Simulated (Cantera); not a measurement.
A Cantera script and its output.

```python
import numpy as np
import cantera as ct

gas = ct.Solution("gri30.yaml")
gas.TPX = 1225, 2666, {'H2': 0.14, 'O2': 1, 'N2': 0.37}
inlet = ct.Reservoir(gas, clone=True)

reactor = ct.IdealGasConstPressureReactor(gas, energy="off", clone=False)
exhaust = ct.Reservoir(gas, clone=True)
tau = [0.34, 0.098, 0.028, 0.0081, 0.0023, 0.00067, 0.00019][0]
for a, b in ((inlet, reactor), (reactor, exhaust)):
    ct.MassFlowController(a, b, mdot=lambda t: reactor.mass / tau)
net = ct.ReactorNet([reactor])
show = ['H2', 'O2', 'H2O2', 'O', 'H2O', 'HO2', 'H']

rows = []
print(f"{'tau/s':>10s}{'T/K':>9s}" + "".join(f"{s:>11s}" for s in show))
for tau in [0.34, 0.098, 0.028, 0.0081, 0.0023, 0.00067, 0.00019]:
    net.initial_time = 0.0
    net.advance(30 * tau)
    before = gas.X
    net.advance(40 * tau)
    drift = np.max(np.abs(gas.X - before) / (gas.X + 1e-9))
    rows.append([gas.T, *gas[show].X, drift])
    print(f"{tau:10.3e}{gas.T:9.1f}" + "".join(f"{x:11.3e}" for x in gas[show].X))
```

Result:

```
     tau/s      T/K         H2         O2       H2O2          O        H2O        HO2          H
 3.400e-01   1225.0  4.142e-04  6.428e-01  2.139e-07  2.817e-03  9.560e-02  4.018e-06  3.863e-04
 9.800e-02   1225.0  8.784e-04  6.397e-01  2.696e-07  6.144e-03  9.403e-02  5.608e-06  1.271e-03
 2.800e-02   1225.0  1.821e-03  6.334e-01  3.135e-07  1.264e-02  9.063e-02  7.040e-06  3.891e-03
 8.100e-03   1225.0  3.604e-03  6.237e-01  3.396e-07  2.246e-02  8.418e-02  7.921e-06  9.815e-03
 2.300e-03   1225.0  7.175e-03  6.149e-01  3.756e-07  3.081e-02  7.452e-02  8.185e-06  1.810e-02
 6.700e-04   1225.0  1.557e-02  6.151e-01  4.610e-07  3.026e-02  6.217e-02  8.018e-06  2.306e-02
 1.900e-04   1225.0  3.808e-02  6.283e-01  5.024e-07  2.016e-02  4.119e-02  7.122e-06  1.922e-02
```

Cantera simulation using GRI-Mech 3.0 (53 species, 325 reactions); the numbers are that mechanism's predictions, not measurements. Radical loss at walls, strong at low pressure, is not modelled. The temperature is held fixed by assumption; the heat of reaction is taken as removed at once.
